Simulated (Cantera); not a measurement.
Cantera run:

```python
import numpy as np
import cantera as ct

gas_names = [...]  # 115 gases of nasa_gas.yaml made of C, Ca, H, O
cond_names = """
    C(gr) C6H6(L) C7H8(L) C8H18(L),n-octa Ca(a) Ca(b) Ca(L) CaCO3(caL) CaO(s) CaO(L) CaO2H2(s) H2O(s)
    H2O(L)
""".split()


# ... load() reads the species with a 1 bar reference pressure and builds the phases ...
atoms = {
    'CaCO3': {'Ca': 1, 'C': 1, 'O': 3},
    'C': {'C': 1},
    'H2O': {'H': 2, 'O': 1},
}
top_T = {'C(gr)': 4500}  # K; cautious upper limits of use, not melting points


# ... equilibrate(T, P, feed) seeds the gas with the atoms and calls Mixture.equilibrate('TP', solver="vcs", rtol=1e-11, max_steps=5000) ...
results = []
feed = {'CaCO3': 1, 'C': 0.01, 'H2O': 0.085}  # mol
P = 160  # Pa
for T in [648, 698, 748, 798, 848, 898, 948, 998, 1048, 1098, 1148, 1198, 1248, 1298]:
    mix = equilibrate(T, P, feed)
    results.append((T, P, feed, dict(zip(mix.species_names, mix.species_moles))))

top = {s: max(r[3][s] / sum(r[3][g] for g in gas_names) for r in results) for s in gas_names}
cols = sorted((s for s in top if top[s] > 0.001), key=lambda s: -top[s])[:7]
seen = [c for c in cond_names if any(r[3].get(c, 0) > 1e-12 for r in results)]
print("log10 of partial pressures in bar; condensed amounts in mol")
print(f"{'T/K':>10s}" + "".join(f"{s[:9]:>10s}" for s in cols + seen))
for T, P, feed, n in results:
    ng = sum(n[g] for g in gas_names)
    print(f"{T:10.4g}" + "".join(f"{np.log10(max(n[s] / ng * P / 1e5, 1e-99)):10.3f}" for s in cols)
          + "".join(f"{n.get(c, 0):10.4g}" for c in seen))
```

Output:

```
log10 of partial pressures in bar; condensed amounts in mol
       T/K       CO2       H2O        H2        CO CaCO3(caL    CaO(s)
       648    -3.782    -2.959    -3.477    -5.501         1         0
       698    -3.787    -2.959    -3.479    -5.290         1         0
       748    -3.794    -2.958    -3.483    -5.113         1         0
       798    -3.536    -2.998    -3.546    -4.716    0.9895   0.01047
       848    -2.868    -3.707    -4.812    -4.463    0.4529    0.5471
       898    -2.838    -3.923    -5.328    -4.610         0         1
       948    -2.839    -3.919    -5.419    -4.595         0         1
       998    -2.839    -3.917    -5.502    -4.584         0         1
      1048    -2.839    -3.915    -5.577    -4.575         0         1
      1098    -2.839    -3.914    -5.647    -4.569         0         1
      1148    -2.839    -3.913    -5.710    -4.564         0         1
      1198    -2.839    -3.912    -5.768    -4.560         0         1
      1248    -2.839    -3.911    -5.822    -4.557         0         1
      1298    -2.839    -3.911    -5.870    -4.555         0         1
```

Method: chemical equilibrium by Gibbs-energy minimisation in Cantera with the NASA 1993 tables (ideal gas, pure condensed phases).
